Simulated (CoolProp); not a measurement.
Values from CoolProp's reference Helmholtz-energy equation of state, Span 2000.

Q: For nitrogen, give the phase and the cv (kJ/(kg K)), speed of sound (m/s), Prandtl number at 118.8 K and 0.204 MPa; 118.8 K and 34 MPa.

A: 
- 118.8 K and 0.204 MPa: gas; cv 0.752, speed of sound 219, Prandtl number 0.787
- 118.8 K and 34 MPa: liquid; cv 0.984, speed of sound 823, Prandtl number 1.39

Viscosity comes from a separate model (Lemmon 2004). Thermal conductivity comes from a separate model (Lemmon 2004).
